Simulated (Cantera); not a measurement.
**Metals in furnace atmospheres: Al + H₂O + CO + NH₃ + H₂**

Feed: 1 mol Al, 0.94 mol H₂O, 0.34 mol CO, 2.5 mol NH₃, 0.00099 mol H₂, equilibrated at 0.100 bar.

Cantera equilibrium calculation (NASA polynomials, part measured and part estimated; ideal gas, pure solids and liquids). Candidate condensed phases: Al, AlN, Al₂O₃, C, C₆H₆, C₇H₈, C₈H₁₈, H₂O; 148 gas species. Mutual solubility and eutectic melting of coexisting phases are not modelled. Kinetics and transport are ignored.

```json
[
 {"T (K)": "775", "log p H₂": "-1.14", "log p N₂": "-1.67", "log p CH₄": "-2.21", "log p CO": "-10.21", "log p HCN": "-8.96", "log p NH₃": "-4.96", "log p H": "-12.57", "log p H₂O": "-9.45", "n AlN(s)": "0.147", "n Al₂O₃(s)": "0.427", "n C(graphite)": "0"},
 {"T (K)": "825", "log p H₂": "-1.13", "log p N₂": "-1.68", "log p CH₄": "-2.31", "log p CO": "-9.01", "log p HCN": "-8.17", "log p NH₃": "-5.17", "log p H": "-11.67", "log p H₂O": "-9.04", "n AlN(s)": "0.147", "n Al₂O₃(s)": "0.427", "n C(graphite)": "0.0631"},
 {"T (K)": "875", "log p H₂": "-1.11", "log p N₂": "-1.69", "log p CH₄": "-2.59", "log p CO": "-8.17", "log p HCN": "-7.68", "log p NH₃": "-5.34", "log p H": "-10.86", "log p H₂O": "-8.67", "n AlN(s)": "0.147", "n Al₂O₃(s)": "0.427", "n C(graphite)": "0.193"},
 {"T (K)": "925", "log p H₂": "-1.11", "log p N₂": "-1.69", "log p CH₄": "-2.86", "log p CO": "-7.42", "log p HCN": "-7.25", "log p NH₃": "-5.51", "log p H": "-10.14", "log p H₂O": "-8.35", "n AlN(s)": "0.147", "n Al₂O₃(s)": "0.427", "n C(graphite)": "0.260"},
 {"T (K)": "975", "log p H₂": "-1.10", "log p N₂": "-1.69", "log p CH₄": "-3.11", "log p CO": "-6.74", "log p HCN": "-6.86", "log p NH₃": "-5.66", "log p H": "-9.49", "log p H₂O": "-8.06", "n AlN(s)": "0.147", "n Al₂O₃(s)": "0.427", "n C(graphite)": "0.294"},
 {"T (K)": "1025", "log p H₂": "-1.10", "log p N₂": "-1.70", "log p CH₄": "-3.33", "log p CO": "-6.13", "log p HCN": "-6.51", "log p NH₃": "-5.80", "log p H": "-8.91", "log p H₂O": "-7.81", "n AlN(s)": "0.147", "n Al₂O₃(s)": "0.427", "n C(graphite)": "0.313"},
 {"T (K)": "1075", "log p H₂": "-1.10", "log p N₂": "-1.70", "log p CH₄": "-3.54", "log p CO": "-5.58", "log p HCN": "-6.20", "log p NH₃": "-5.93", "log p H": "-8.38", "log p H₂O": "-7.58", "n AlN(s)": "0.147", "n Al₂O₃(s)": "0.427", "n C(graphite)": "0.323"},
 {"T (K)": "1125", "log p H₂": "-1.10", "log p N₂": "-1.70", "log p CH₄": "-3.74", "log p CO": "-5.08", "log p HCN": "-5.91", "log p NH₃": "-6.05", "log p H": "-7.90", "log p H₂O": "-7.37", "n AlN(s)": "0.147", "n Al₂O₃(s)": "0.427", "n C(graphite)": "0.329"},
 {"T (K)": "1175", "log p H₂": "-1.10", "log p N₂": "-1.70", "log p CH₄": "-3.91", "log p CO": "-4.62", "log p HCN": "-5.65", "log p NH₃": "-6.16", "log p H": "-7.46", "log p H₂O": "-7.18", "n AlN(s)": "0.148", "n Al₂O₃(s)": "0.426", "n C(graphite)": "0.331"},
 {"T (K)": "1225", "log p H₂": "-1.10", "log p N₂": "-1.70", "log p CH₄": "-4.08", "log p CO": "-4.20", "log p HCN": "-5.41", "log p NH₃": "-6.26", "log p H": "-7.06", "log p H₂O": "-7.01", "n AlN(s)": "0.149", "n Al₂O₃(s)": "0.425", "n C(graphite)": "0.331"},
 {"T (K)": "1275", "log p H₂": "-1.10", "log p N₂": "-1.70", "log p CH₄": "-4.23", "log p CO": "-3.82", "log p HCN": "-5.19", "log p NH₃": "-6.36", "log p H": "-6.68", "log p H₂O": "-6.85", "n AlN(s)": "0.153", "n Al₂O₃(s)": "0.424", "n C(graphite)": "0.327"},
 {"T (K)": "1325", "log p H₂": "-1.10", "log p N₂": "-1.70", "log p CH₄": "-4.37", "log p CO": "-3.46", "log p HCN": "-4.98", "log p NH₃": "-6.45", "log p H": "-6.34", "log p H₂O": "-6.71", "n AlN(s)": "0.160", "n Al₂O₃(s)": "0.420", "n C(graphite)": "0.317"},
 {"T (K)": "1375", "log p H₂": "-1.10", "log p N₂": "-1.71", "log p CH₄": "-4.50", "log p CO": "-3.14", "log p HCN": "-4.80", "log p NH₃": "-6.53", "log p H": "-6.01", "log p H₂O": "-6.57", "n AlN(s)": "0.175", "n Al₂O₃(s)": "0.412", "n C(graphite)": "0.294"}
]
```
log p: log10 of the partial pressure in bar; n: condensed amount in mol.

At 775 K the condensed part is AlN(s) + Al₂O₃(s). From 825 K to 1375 K the condensed part is AlN(s) + Al₂O₃(s) + C(graphite).
